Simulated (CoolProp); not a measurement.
Ethylbenzene along the isobar 722 kPa: Z from the reference equation and from simpler models built on Tc = 617.1 K, pc = 3622 kPa, ω = 0.304; each cubic takes its own stable root.

Values from CoolProp's reference Helmholtz-energy equation of state, Zhou 2012.

```csv
T (K),phase,reference
559.9,gas,0.8927
566.6,gas,0.8975
573.3,gas,0.9020
579.9,gas,0.9061
586.6,gas,0.9101
593.3,gas,0.9138
600,gas,0.9173
606.6,gas,0.9206
613.3,gas,0.9237
620,gas,0.9266
```

**Question.** How far does each simpler model (Pitzer virial, van der Waals, Redlich-Kwong, Peng-Robinson) lie from the reference over these 10 states: mean and median of the absolute difference, and the worst?

**Answer.** 
- Pitzer virial: mean 0.7 %, median 0.7 %, worst +1.0 % at 559.9 K and 722 kPa
- van der Waals: mean 2.0 %, median 2.0 %, worst +3.0 % at 559.9 K and 722 kPa
- Redlich-Kwong: mean 0.7 %, median 0.7 %, worst +1.2 % at 559.9 K and 722 kPa
- Peng-Robinson: mean 0.4 %, median 0.4 %, worst -0.4 % at 613.3 K and 722 kPa
